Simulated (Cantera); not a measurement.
A perfectly stirred reactor is fed with H2 : O2 : N2 = 1.3 : 1 : 0.74 (molar parts), equivalence ratio 0.65, at 0.197 atm; it is held at 1023 K, and followed from long to short residence time.

Model: the H2/O2 subset of GRI-Mech 3.0, which has no nitrogen chemistry, integrated in Cantera. The temperature is held fixed by assumption; the heat of reaction is taken as removed at once.

Q: What does this change do: temperature 1023 to 1150 K?

A: 
```csv
quantity,before,after
x(H2) at τ = 29.0 s,0.000946,5.96e-5
x(O2) at τ = 29.0 s,0.147,0.146
x(H) at τ = 29.0 s,3.79e-7,4.60e-7
x(H2O2) at τ = 29.0 s,6.48e-6,3.56e-7
x(OH) at τ = 29.0 s,6.51e-6,9.96e-5
x(H2) at τ = 33.0 ms,0.0172,0.00503
x(O2) at τ = 33.0 ms,0.154,0.148
x(H) at τ = 33.0 ms,0.000285,0.000405
x(H2O2) at τ = 33.0 ms,9.17e-6,5.77e-6
x(OH) at τ = 33.0 ms,0.000289,0.001000
```
